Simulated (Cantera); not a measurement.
A freely propagating, adiabatic, planar premixed flame of H2 : O2 : N2 : H2O = 0.78 : 0.192 : 0.723 : 0.072 (molar parts), unburnt at 450 K and 0.178 atm; mixture-averaged transport, grid criteria slope 0.08 and curve 0.16, no radiation.

Cantera simulation using the H2/O2 subset of GRI-Mech 3.0, which has no nitrogen chemistry; the numbers are that mechanism's predictions, not measurements. Burning velocities carry a grid error of a few per cent, more on coarse grids.

x: mole fraction of selected species; z is measured from the peak of heat release.

```csv
z (mm),T (K),u (m/s),x H2,x O2,x H2O,x HO2,x O,x H2O2
-11.1,450,4.37,0.441,0.109,0.0407,<1e-8,<1e-8,<1e-8
-7.38,450,4.37,0.441,0.109,0.0407,<1e-8,<1e-8,<1e-8
-5.54,450,4.37,0.441,0.109,0.0407,<1e-8,<1e-8,<1e-8
-3.69,450,4.37,0.441,0.109,0.0407,4.79e-8,<1e-8,<1e-8
-1.85,462,4.48,0.439,0.109,0.0414,0.000105,5.58e-6,3.00e-6
-0.923,662,6.30,0.412,0.103,0.0584,5.96e-5,0.000151,6.39e-6
0,1052,9.73,0.303,0.0670,0.139,1.89e-5,0.00279,3.08e-7
0.923,1301,12.0,0.205,0.0121,0.245,3.10e-6,0.00284,2.38e-7
1.85,1396,12.8,0.192,___,0.267,___,___,___
3.69,1493,13.6,0.198,0.000843,0.270,1.85e-7,0.00132,1.65e-7
7.38,1601,14.4,0.207,0.000666,0.272,1.35e-7,0.00111,1.24e-7
14.8,1714,15.3,0.217,0.000463,0.275,9.06e-8,0.000813,7.53e-8
29.5,1819,16.1,0.226,___,0.279,___,___,___
```

Problem. Fill in the missing entries.

Solution. 
- 1.85, x O2: 0.00188
- 1.85, x HO2: 4.51e-7
- 1.85, x O: 0.00155
- 1.85, x H2O2: 1.82e-7
- 29.5, x O2: 0.000277
- 29.5, x HO2: 5.59e-8
- 29.5, x O: 0.000507
- 29.5, x H2O2: 3.98e-8
